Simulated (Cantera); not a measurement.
An isothermal, constant-pressure homogeneous reactor starts with CO : O2 : H2O : N2 = 0.0048 : 0.031 : 0.0014 : 1 (molar parts), at 850 K and 4950 Torr. Integrator tolerance rtol = 1e-08.

Cantera simulation using GRI-Mech 3.0 (53 species, 325 reactions); the numbers are that mechanism's predictions, not measurements.

### Question
What does this change do: temperature 850 to 1500 K?

### Answer
```
quantity                                            before                                    after
---------------  -----------------------------------------  ---------------------------------------
x(CO) at 200 s      0.00372 (gas-phase equilibrium <1e-12)  5.35e-8 (gas-phase equilibrium 5.37e-8)
x(O2) at 200 s       0.0294 (gas-phase equilibrium 0.0276)    0.0276 (gas-phase equilibrium 0.0274)
x(H2O) at 200 s    0.00135 (gas-phase equilibrium 0.00135)  0.00135 (gas-phase equilibrium 0.00135)
x(HO2) at 200 s   4.55e-8 (gas-phase equilibrium 2.26e-12)  7.90e-9 (gas-phase equilibrium 7.85e-9)
x(NO2) at 200 s     <1e-12 (gas-phase equilibrium 3.11e-7)  6.83e-8 (gas-phase equilibrium 2.44e-6)
x(O) at 200 s      4.93e-11 (gas-phase equilibrium <1e-12)  2.64e-7 (gas-phase equilibrium 2.63e-7)
x(OH) at 200 s   3.74e-11 (gas-phase equilibrium 1.61e-10)  3.43e-6 (gas-phase equilibrium 3.42e-6)
```
